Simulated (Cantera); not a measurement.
Input: 1 mol (CH3)2SiCl2, 0.15 mol HCl, 350 mol H2, 0.24 mol CH4, equilibrated at 1550 K and 1.00 mbar.

Cantera equilibrium calculation (NASA polynomials, part measured and part estimated; ideal gas, pure solids and liquids). Candidate condensed phases: C, C6H6, C7H8, C8H18, Si, SiC; 109 gas species. The feed counts by its element totals alone. The numbers say what is thermodynamically allowed, not how fast it happens.

Base state: H2 0.993, HCl 0.00605, H 0.000992, C2H2 (acetylene) 1.59e-5 (mole fractions); condensed: C(graphite) + SiC(s).

Task: What changes in the equilibrium state with this change: temperature from 1550 K to 1625 K?

Result: 
```tsv
species	before	after
H2	0.993	0.992
HCl	0.00605	0.00604
H	0.000992	0.00222
C2H2 (acetylene)	1.59e-5	3.53e-5
Cl	4.83e-6	1.07e-5
C(graphite), mol	1.23	1.22
SiC(s), mol	0.999	0.999
```

Task: What changes in the equilibrium state with this change: H2 from 350 to 4.8 mol?

Result: 
| species | before | after |
|---|---|---|
| H2 | 0.993 | 0.773 |
| HCl | 0.00605 | 0.224 |
| SiCl2 | 1.08e-6 | 0.00190 |
| SiCl3 | <1e-9 | 2.79e-5 |
| Cl | 4.83e-6 | 0.000202 |
| C2H2 (acetylene) | 1.59e-5 | 1.24e-5 |
| H | 0.000992 | 0.000876 |
| C(graphite), mol | 1.23 | 1.26 |
| SiC(s), mol | 0.999 | 0.982 |
The tables' values for SiCl3 are old estimates; treat these amounts as uncertain.
